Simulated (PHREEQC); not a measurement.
1 kg of water holding 86 mmol/kgw Na2SO4, 23 mmol/kgw NaOH, 64 mmol/kgw NaCl and 9 mmol/kgw Na2CO3 is evaporated at 30 °C; the solids stay in contact with the brine. CO2 is held at log p = -3.4 (atm). Solids allowed: Burkeite, Halite, Mirabilite, Nahcolite, Natron, Thenardite, Trona. Others were left out.

Model: Pitzer model, pitzer.dat, run in PHREEQC.

Task: Predict Thenardite (mol) at water left (kg) = 0.4564, 0.02946, 0.01991, 0.008768, 0.007138.

Result: 
```tsv
water left (kg)	Thenardite (mol)
0.4564	0
0.02946	0.0355
0.01991	0.0642
0.008768	0.0807
0.007138	0.0817
```
